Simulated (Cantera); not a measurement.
A perfectly stirred reactor is fed with C2H6 : H2 = 1 : 180 (molar parts), at 0.0132 atm; it is held at 1050 K, and followed from long to short residence time.

Cantera simulation using GRI-Mech 3.0 (53 species, 325 reactions); the numbers are that mechanism's predictions, not measurements. GRI-Mech 3.0 stops at C3 and has no aromatics, soot or wall deposition, so with more carbon than oxygen in the feed, carbon stays in small species such as C2H2 where larger ones or solid carbon would form. Radical loss at walls, strong at low pressure, is not modelled.

What does this change do: H2 180 to 23 parts?


```csv
quantity,before,after
x(C2H6) at τ = 3.10 s,0.00190,0.0143
x(H2) at τ = 3.10 s,0.994,0.956
x(C2H2) at τ = 3.10 s,5.29e-5,0.000387
x(H) at τ = 3.10 s,3.77e-6,3.61e-6
x(CH4) at τ = 3.10 s,0.000998,0.00704
x(C2H6) at τ = 50.0 ms,0.00550,0.0414
x(H2) at τ = 50.0 ms,0.994,0.958
x(C2H2) at τ = 50.0 ms,7.73e-10,1.99e-8
x(H) at τ = 50.0 ms,4.84e-7,8.71e-7
x(CH4) at τ = 50.0 ms,1.69e-6,2.57e-5
```
